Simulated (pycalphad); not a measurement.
CALPHAD calculation (pycalphad, COST 507 light-alloy database (1999)), 1 atm. The data set is of 1999 and partly superseded. Diffusion is slow at the low end, where real alloys seldom reach equilibrium.

Molar enthalpy of Al-0.1713Si-6.171Fe (wt.%) in equilibrium (SER reference):

| T (K) | H (kJ/mol) | phases |
|---|---|---|
| 1850 | 55.57 | liquid |
| 1775 | 53.16 | liquid |
| 1700 | 50.75 | liquid |
| 1625 | 48.34 | liquid |
| 1550 | 45.94 | liquid |
| 1475 | 43.54 | liquid |
| 1400 | 41.15 | liquid |
| 1325 | 38.76 | liquid |
| 1250 | 36.37 | liquid |
| 1175 | 33.98 | liquid |
| 1100 | 31.59 | liquid |
| 1025 | 28.31 | liquid + AL13FE4 |
| 950 | 25.12 | liquid + AL13FE4 |
| 875 | 12.56 | fcc + AL13FE4 |
| 800 | 10.16 | fcc + AL13FE4 + ALFESI_ALPHA |
| 725 | 7.85 | fcc + AL13FE4 + ALFESI_ALPHA |
| 650 | 5.64 | fcc + AL13FE4 + ALFESI_ALPHA |
| 575 | 3.51 | fcc + AL13FE4 + ALFESI_ALPHA |
| 500 | 1.45 | fcc + AL13FE4 + ALFESI_ALPHA |

Cooling from 1100 K to 875 K, across the freezing range, releases 19.0 kJ/mol, or 683 J/g. The slope is 32 J/(mol K) in the liquid and 32 J/(mol K) just below the solidus, where it includes any heat of precipitation. Liquidus 1080 K, solidus 917 K. Changes were sought between steps of 75 K, so a narrower field can be missed.

Database names, with the compositions (at.%) that they take in these runs: AL13FE4: Al 76 Fe 24; ALFESI_ALPHA: Al 74 Fe 19 Si 7.
